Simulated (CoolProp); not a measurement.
Properties of water at several states.

Computed with CoolProp (reference Helmholtz-energy equation of state, Wagner 2002).

```
T (K)  p (bar)  phase       Z  Prandtl number
-----  -------  -----  ------  --------------
562.3     14.3    gas     ___           0.978
984.6     19.5    gas  0.9946             ___
456.5    0.138    gas  0.9992             ___
```

Question: What belongs in the gaps?

Answer: 
- 562.3, Z: 0.9612
- 984.6, Prandtl number: 0.900
- 456.5, Prandtl number: 0.954

Viscosity comes from a separate model (Huber 2009). Thermal conductivity comes from a separate model (Huber 2012).
